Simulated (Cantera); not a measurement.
A closed system holds: 1 mol SiH₂Cl₂, 2.9 mol NH₃, 63 mol H₂, equilibrated at 0.00700 bar.

Cantera equilibrium calculation (NASA polynomials, part measured and part estimated; ideal gas, pure solids and liquids). Candidate condensed phases: NH₄Cl, Si, Si₃N₄; 28 gas species. Gases not in the tables: Si₂H₆ and higher silanes. Rates play no part.

### Question
Which condensed phases are stable at each of these points (T (K)): 1098, 1198, 1298, 1398, 1498, 1598, 1698, 1798, 1898, 1998, 2098?

### Answer
```tsv
T (K)	condensed phases	Si condensed (%)
1098	Si₃N₄(s)	100.0
1198	Si₃N₄(s)	99.9
1298	Si₃N₄(s)	99.5
1398	Si₃N₄(s)	97.2
1498	Si₃N₄(s)	89.8
1598	Si(s)	85.0
1698	Si(l)	83.7
1798	Si(l)	82.1
1898	Si(l)	72.3
1998	Si(l)	38.0
2098	gas only	0.0
```

From 1098 K to 1498 K the condensed part is Si₃N₄(s). At 1598 K the condensed part is Si(s). From 1698 K to 1998 K the condensed part is Si(l). At 2098 K nothing is condensed.
